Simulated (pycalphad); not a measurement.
An equivalent pycalphad script:

```python
from pycalphad import Database, equilibrium, calculate, variables as v
import numpy as np
db = Database('COST507.tdb')
comps = ['AL', 'SI', 'FE', 'VA']
phases = ['AL13FE4', 'AL2FE', 'AL5FE2', 'AL5FE4', 'ALFESI_ALPHA', 'ALFESI_BETA', 'ALFESI_DELTA', 'ALFESI_GAMMA', 'ALFESI_TAU1', 'ALFESI_TAU3', 'BCC_B2', 'DIAMOND_A4', 'FCC_A1', 'FE2SI', 'FE5SI3', 'FESI', 'FESI2_H', 'FESI2_L', 'LIQUID']
eq = equilibrium(db, comps, phases, {v.X('SI'): 0.0221, v.X('FE'): 0.0233, v.T: np.arange(1850, 499, -75), v.P: 101325, v.N: 1}, output=['HM', 'SM'])
```

CALPHAD calculation (pycalphad, COST 507 light-alloy database (1999)), 1 atm. The data set is of 1999 and partly superseded. Phase fractions are per mole of atoms.

Results at three of the temperatures:

```
T = 725.00 K, P = 101325 Pa, N = 1 mol of atoms
G = -28646 J/mol, H = 8748 J/mol, S = 51.58 J/(mol K)  (SER reference)
chemical potentials (J/mol): Al -26168, Si -25433, Fe -133200
phase             fraction      x(Al)      x(Si)      x(Fe)
FCC_A1              0.8511     0.9985     0.0015    1.1e-05
ALFESI_BETA         0.1249     0.7000     0.1500     0.1500
ALFESI_ALPHA        0.0240     0.7219     0.0881     0.1900
```

```
T = 650.00 K, P = 101325 Pa, N = 1 mol of atoms
G = -24897 J/mol, H = 6536 J/mol, S = 48.36 J/(mol K)  (SER reference)
chemical potentials (J/mol): Al -22379, Si -21571, Fe -131207
phase             fraction      x(Al)      x(Si)      x(Fe)
FCC_A1              0.8493     0.9994   0.000622   2.47e-06
ALFESI_BETA         0.1331     0.7000     0.1500     0.1500
ALFESI_ALPHA        0.0175     0.7186     0.0914     0.1900
```

```
T = 500.00 K, P = 101325 Pa, N = 1 mol of atoms
G = -18174 J/mol, H = 2350 J/mol, S = 41.05 J/(mol K)  (SER reference)
chemical potentials (J/mol): Al -15579, Si -14368, Fe -128100
phase             fraction      x(Al)      x(Si)      x(Fe)
FCC_A1              0.8484     0.9999   5.33e-05    3.2e-08
ALFESI_BETA         0.1374     0.7000     0.1500     0.1500
ALFESI_ALPHA        0.0142     0.7079     0.1021     0.1900
```

Changes of the phase set, refined by bisection:

```
T (K)                     phases above                         phases below
------  ------------------------------  -----------------------------------
1024.1                          LIQUID                     AL13FE4 + LIQUID
913.1                 AL13FE4 + LIQUID            AL13FE4 + FCC_A1 + LIQUID
904.8        AL13FE4 + FCC_A1 + LIQUID       ALFESI_ALPHA + FCC_A1 + LIQUID
892.6   ALFESI_ALPHA + FCC_A1 + LIQUID  ALFESI_ALPHA + ALFESI_BETA + FCC_A1
```

Database names, with the compositions (at.%) that they take in these runs: AL13FE4: Al 76 Fe 24; ALFESI_BETA: Al 70 Si 15 Fe 15; ALFESI_ALPHA: Al 71-73 Fe 19 Si 8-10. FCC_A1 is fcc.
